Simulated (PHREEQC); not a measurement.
Make-up at 5 °C: 0.22 mol/kgw HF and 4.6e-05 mol/kgw NH4F. Closed to the air; pH follows from the charge balance.

Equilibrium calculation in PHREEQC: ion-association model, phreeqc.dat.

Precipitation was switched off in this run.

### Question
Order these F species by the share of F that they hold, largest first: F-, HF2-, HF.

### Answer
HF (88 %), HF2- (6.6 %), F- (5.5 %)

The pH is 1.76 and the ionic strength 0.0194 mol/kgw. Constants without temperature data keep their 25 °C values here.
